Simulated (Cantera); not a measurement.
What does this Cantera script print?

```python
import numpy as np
import cantera as ct

gas_names = """
    C CO COS CO2 CS CS2 C2 C2O C3 C3O2 C4 C5 Fe FeC5O5 FeO O O2 O3 S SO SO2 SO3 S2 S2O S8
""".split()
cond_names = """
    C(gr) Fe(a) Fe(c) Fe(d) Fe(L) FeC5O5(L) FeO(s) FeO(L) FeS(a) FeS(b) FeS(c) FeS(L) FeSO4(s) FeS2(s)
    Fe2O3(s) Fe2S3O12(s) Fe3O4(s) S(cr1) S(cr2) S(L)
""".split()


# ... load() reads the species with a 1 bar reference pressure and builds the phases ...
atoms = {
    'FeS': {'Fe': 1, 'S': 1},
    'O2': {'O': 2},
    'CO2': {'C': 1, 'O': 2},
}
top_T = {'C(gr)': 4500, 'FeSO4(s)': 950, 'FeS2(s)': 1010, 'Fe2O3(s)': 1830, 'Fe2S3O12(s)': 1100, 'Fe3O4(s)': 1870}  # K; cautious upper limits of use, not melting points


# ... equilibrate(T, P, feed) seeds the gas with the atoms and calls Mixture.equilibrate('TP', solver="vcs", rtol=1e-11, max_steps=5000) ...
results = []
feed = {'FeS': 1, 'O2': 7.9, 'CO2': 1.1}  # mol
T = 1623.15  # K
P = 22000  # Pa
mix = equilibrate(T, P, feed)
results.append((T, P, feed, dict(zip(mix.species_names, mix.species_moles))))
x = sorted(zip(gas.X, gas.species_names), reverse=True)
print(f"T = {T:g} K  P = {P:g} Pa  gas = {mix.phase_moles(0):.4g} mol")
print("   x: " + "  ".join(f"{s} {v:.3e}" for v, s in x if v > 0.0001))
print("   condensed (mol): " + ("  ".join(f"{mix.phase(i).name} {mix.phase_moles(i):.4g}"
      for i in range(1, mix.n_phases) if mix.phase_moles(i) > 1e-12) or "none"))
```

Output:

```
T = 1623.15 K  P = 22000 Pa  gas = 8.246 mol
   x: O2 7.453e-01  CO2 1.334e-01  SO2 1.203e-01  SO3 1.019e-03
   condensed (mol): Fe2O3(s) 0.5
```

Cantera equilibrium calculation (NASA polynomials, part measured and part estimated; ideal gas, pure solids and liquids).
